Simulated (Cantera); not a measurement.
An adiabatic, constant-volume homogeneous reactor starts with H2 : O2 : N2 = 1 : 1.39 : 5.22 (molar parts), equivalence ratio 0.36, at 1475 K and 470000 Pa. Integrator tolerance rtol = 1e-08.

Model: GRI-Mech 3.0 (53 species, 325 reactions), integrated in Cantera. The hydrogen kinetics of GRI-Mech 3.0 are dated; newer H2 mechanisms differ, most at raised pressure.

### Question
What does this change do: constant pressure in place of constant volume?

### Answer
```tsv
quantity	before	after
time of steepest temperature rise	3.65 µs	3.69 µs
temperature at 0.400 s	2499 K	2334 K
equilibrium temperature	2499 K	2334 K
x(H2) at 0.400 s	0.000871 (gas-phase equilibrium 0.000871)	0.000468 (gas-phase equilibrium 0.000468)
x(O2) at 0.400 s	0.114 (gas-phase equilibrium 0.114)	0.117 (gas-phase equilibrium 0.117)
x(NO2) at 0.400 s	2.91e-5 (gas-phase equilibrium 2.91e-5)	2.10e-5 (gas-phase equilibrium 2.10e-5)
x(N2O) at 0.400 s	2.36e-6 (gas-phase equilibrium 2.36e-6)	1.40e-6 (gas-phase equilibrium 1.40e-6)
x(H2O2) at 0.400 s	8.75e-7 (gas-phase equilibrium 8.75e-7)	4.90e-7 (gas-phase equilibrium 4.90e-7)
x(HO2) at 0.400 s	1.73e-5 (gas-phase equilibrium 1.73e-5)	1.00e-5 (gas-phase equilibrium 1.00e-5)
x(O) at 0.400 s	0.00179 (gas-phase equilibrium 0.00179)	0.000960 (gas-phase equilibrium 0.000960)
```

### Question
What does this change do: initial temperature 1475 to 1423 K?

### Answer
```csv
quantity,before,after
time of steepest temperature rise,3.65 µs,4.43 µs
temperature at 0.400 s,2499 K,2464 K
equilibrium temperature,2499 K,2464 K
x(H2) at 0.400 s,0.000871 (gas-phase equilibrium 0.000871),0.000725 (gas-phase equilibrium 0.000725)
x(O2) at 0.400 s,0.114 (gas-phase equilibrium 0.114),0.115 (gas-phase equilibrium 0.115)
x(NO2) at 0.400 s,2.91e-5 (gas-phase equilibrium 2.91e-5),2.89e-5 (gas-phase equilibrium 2.89e-5)
x(N2O) at 0.400 s,2.36e-6 (gas-phase equilibrium 2.36e-6),2.25e-6 (gas-phase equilibrium 2.25e-6)
x(H2O2) at 0.400 s,8.75e-7 (gas-phase equilibrium 8.75e-7),8.26e-7 (gas-phase equilibrium 8.26e-7)
x(HO2) at 0.400 s,1.73e-5 (gas-phase equilibrium 1.73e-5),1.60e-5 (gas-phase equilibrium 1.60e-5)
x(O) at 0.400 s,0.00179 (gas-phase equilibrium 0.00179),0.00149 (gas-phase equilibrium 0.00149)
```
